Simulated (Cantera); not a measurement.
A Cantera script and what it prints.

```python
import numpy as np
import cantera as ct

gas_names = """
    Fe FeO Fe(OH)2 H HO2 H2 H2O H2O2 H2S H2SO4 O OH O2 O3 S SH SO SO2 SO3 S2 S2O S8
""".split()
cond_names = """
    Fe(a) Fe(c) Fe(d) Fe(L) FeO(s) FeO(L) Fe(OH)2(s) Fe(OH)3(s) FeS(a) FeS(b) FeS(c) FeS(L) FeSO4(s)
    FeS2(s) Fe2O3(s) Fe2S3O12(s) Fe3O4(s) H2O(s) H2O(L) H2SO4(L) S(cr1) S(cr2) S(L)
""".split()


def load(file, names, dense=False):
    # The tables refer to 1 bar. Condensed volumes are neglected.
    table = {s.name: s for s in ct.Species.list_from_file(file)}
    out = []
    for n in names:
        d = dict(table[n].input_data)
        d["thermo"] = dict(d["thermo"], **{"reference-pressure": 1e5})
        if dense:
            d["equation-of-state"] = {"model": "constant-volume", "density": "1e6 g/cm^3"}
        out.append(ct.Species.from_dict(d))
    return out


gas = ct.Solution(thermo="ideal-gas", species=load("nasa_gas.yaml", gas_names))
cond = {s.name: ct.Solution(thermo="fixed-stoichiometry", species=[s], name=s.name)
        for s in load("nasa_condensed.yaml", cond_names, dense=True)}
atoms = {
    'FeS': {'Fe': 1, 'S': 1},
    'H2S': {'H': 2, 'S': 1},
    'O2': {'O': 2},
    'SO2': {'S': 1, 'O': 2},
}
top_T = {'FeSO4(s)': 950, 'FeS2(s)': 1010, 'Fe2O3(s)': 1830, 'Fe2S3O12(s)': 1100, 'Fe3O4(s)': 1870}  # K; cautious upper limits of use, not melting points


def equilibrate(T, P, feed):
    n = {}
    for name, mol in feed.items():
        for a, k in atoms[name].items():
            n[a] = n.get(a, 0.0) + k * mol
    gas.TPX = T, P, n
    mass = sum(n.values()) * gas.mean_molecular_weight
    gas.equilibrate("TP")
    valid = [c for c in cond.values() if c.min_temp <= T <= top_T.get(c.name, c.max_temp)]
    mix = ct.Mixture([(gas, mass / gas.mean_molecular_weight)] + [(c, 0.0) for c in valid])
    mix.T, mix.P = T, P
    mix.equilibrate("TP", solver="vcs", rtol=1e-11, max_steps=5000)
    return mix


results = []
feed = {'FeS': 1, 'H2S': 0.45, 'O2': 2.9, 'SO2': 0.45}  # mol
P = 120000  # Pa
for T in [823, 873, 923, 973, 1023, 1073, 1123, 1173, 1223, 1273, 1323, 1373, 1423, 1473]:
    mix = equilibrate(T, P, feed)
    results.append((T, P, feed, dict(zip(mix.species_names, mix.species_moles))))

top = {s: max(r[3][s] / sum(r[3][g] for g in gas_names) for r in results) for s in gas_names}
cols = sorted((s for s in top if top[s] > 0.001), key=lambda s: -top[s])[:8]
seen = [c for c in cond_names if any(r[3].get(c, 0) > 1e-12 for r in results)]
print("log10 of partial pressures in bar; condensed amounts in mol")
print(f"{'T/K':>10s}" + "".join(f"{s[:9]:>10s}" for s in cols + seen))
for T, P, feed, n in results:
    ng = sum(n[g] for g in gas_names)
    print(f"{T:10.4g}" + "".join(f"{np.log10(max(n[s] / ng * P / 1e5, 1e-99)):10.3f}" for s in cols)
          + "".join(f"{n.get(c, 0):10.4g}" for c in seen))
```

It prints:

```
log10 of partial pressures in bar; condensed amounts in mol
       T/K       SO2       H2O       SO3        O2  FeSO4(s)  Fe2O3(s) Fe2S3O12(
       823    -0.146    -0.320    -2.194    -6.812    0.5561         0    0.2219
       873    -0.151    -0.322    -1.779    -5.258    0.5659         0    0.2171
       923    -0.108    -0.433    -1.298    -3.747         0     0.204     0.296
       973    -0.158    -0.496    -0.755    -1.991         0    0.2755    0.2245
      1023    -0.200    -0.673    -0.577    -1.038         0       0.5         0
      1073    -0.168    -0.685    -0.715    -0.915         0       0.5         0
      1123    -0.145    -0.695    -0.865    -0.839         0       0.5         0
      1173    -0.129    -0.702    -1.017    -0.791         0       0.5         0
      1223    -0.118    -0.707    -1.168    -0.761         0       0.5         0
      1273    -0.111    -0.710    -1.313    -0.741         0       0.5         0
      1323    -0.106    -0.712    -1.451    -0.728         0       0.5         0
      1373    -0.103    -0.714    -1.581    -0.719         0       0.5         0
      1423    -0.100    -0.715    -1.704    -0.713         0       0.5         0
      1473    -0.099    -0.716    -1.819    -0.709         0       0.5         0
```

Cantera equilibrium calculation (NASA polynomials, part measured and part estimated; ideal gas, pure solids and liquids).
